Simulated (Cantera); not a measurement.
# Transport properties of process gases

Gas mixture: N2O : N2 = 0.18 : 0.44 (molar parts), at 0.300 Torr, frozen composition.

Cantera's kinetic-theory transport with the Lennard-Jones parameters of GRI-Mech 3.0, ideal gas; thermal conductivity in the mixture-averaged form. The composition is frozen, though it would react at the higher temperatures.

```
T (K)  ρ (kg/m³)  cp (J/kg/K)  μ (µPa s)  λ (mW/m/K)     Pr  D (cm²/s) C2H2  D (cm²/s) N2  D (cm²/s) H2
-----  ---------  -----------  ---------  ----------  -----  --------------  ------------  ------------
400     0.000393         1017       21.4        30.5  0.713             648           668          3060
650     0.000242         1101       30.6        47.0  0.716            1530          1560          6920
900     0.000175         1178       38.3        62.5  0.722            2670          2720         11900
1150    0.000137         1231       45.2        76.9  0.723            4050          4120         17900
1400    0.000112         1268       51.5        90.4  0.722            5640          5720         24800
1650     9.52e-5         1297       57.3         103  0.721            7420          7520         32500
1900     8.27e-5         1319       62.8         115  0.721            9380          9510         41100
```
D: mixture-averaged diffusion coefficient of that species in the mixture.
